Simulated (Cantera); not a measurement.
An adiabatic, constant-volume homogeneous reactor starts with CH4 : H2 : O2 : N2 : CO2 = 1 : 0.09 : 6.82 : 25.6 : 0.68 (molar parts), equivalence ratio 0.30, at 1375 K and 350000 Pa. Integrator tolerance rtol = 1e-08.

Computed with Cantera and GRI-Mech 3.0 (53 species, 325 reactions).

| quantity | before | after |
|---|---|---|
| time of steepest temperature rise | 0.609 ms | 0.720 ms |
| temperature at 7.00 s | 2154 K | 2148 K |
| equilibrium temperature | 2154 K | 2148 K |
| x(CH4) at 7.00 s | <1e-12 (gas-phase equilibrium <1e-12) | <1e-12 (gas-phase equilibrium <1e-12) |
| x(H2) at 7.00 s | 5.99e-5 (gas-phase equilibrium 5.99e-5) | 5.67e-5 (gas-phase equilibrium 5.67e-5) |
| x(O2) at 7.00 s | 0.135 (gas-phase equilibrium 0.135) | 0.135 (gas-phase equilibrium 0.135) |
| x(H2O2) at 7.00 s | 1.54e-7 (gas-phase equilibrium 1.54e-7) | 1.50e-7 (gas-phase equilibrium 1.50e-7) |
| x(H) at 7.00 s | 1.44e-5 (gas-phase equilibrium 1.44e-5) | 1.35e-5 (gas-phase equilibrium 1.35e-5) |
| x(CH2) at 7.00 s | <1e-12 (gas-phase equilibrium <1e-12) | <1e-12 (gas-phase equilibrium <1e-12) |

### Question
Name the change that produced these shifts.
A) initial temperature 1375 to 1148 K
B) constant pressure in place of constant volume
C) pressure from 350000 Pa to 210000 Pa
D) H2 0.09 to 0.058 parts

### Answer
D, H2 0.09 to 0.058 parts
